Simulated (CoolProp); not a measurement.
Values from CoolProp's reference Helmholtz-energy equation of state, Span 2003. It is a short technical equation, of lower accuracy than the large ones.

For n-heptane, give the phase and the cp (kJ/(kg K)), cv (kJ/(kg K)), expansivity (1/kK), Prandtl number at 387.1 K and 3.5 MPa.


- 387.1 K and 3.5 MPa: liquid; cp 2.61, cv 2.12, expansivity 1.55, Prandtl number 4.82

Viscosity comes from a separate model (Michailidou 2014). Thermal conductivity comes from a separate model (Assael 2013).
